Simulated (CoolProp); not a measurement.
CF4 (R14) at several states: fugacity coefficient from the reference equation and from simpler models built on Tc = -45.8 °C, pc = 37.62 bar, ω = 0.178; each cubic takes its own stable root.

Values from CoolProp's reference Helmholtz-energy equation of state, Platzer 1990. This equation is an older, rougher fit; its heat capacities, sound speeds and derivatives of the liquid may be far off and weren't checked against measurements.

| T (°C) | p (bar) | phase | reference | van der Waals | Redlich-Kwong | Soave-Redlich-Kwong | Peng-Robinson |
|---|---|---|---|---|---|---|---|
| 78.85 | 0.172 | gas | 0.9997 | 0.9996 | 0.9996 | 0.9997 | 0.9996 |
| 157.65 | 0.947 | gas | 0.9995 | 0.9987 | 0.9990 | 0.9996 | 0.9992 |
| -148.05 | 4.62 | liquid | 0.04195 | 0.4035 | 0.06358 | 0.04132 | 0.04294 |
| 44.85 | 34.5 | gas | 0.9065 | 0.8876 | 0.8939 | 0.9139 | 0.8937 |
| -60.05 | 0.136 | gas | 0.9985 | 0.9987 | 0.9985 | 0.9985 | 0.9983 |
| -141.75 | 0.355 | liquid | 0.9556 | 0.9901 | 0.9855 | 0.9460 | 0.9732 |

At some of these states van der Waals, Redlich-Kwong gives the other phase, because its saturation line lies elsewhere.
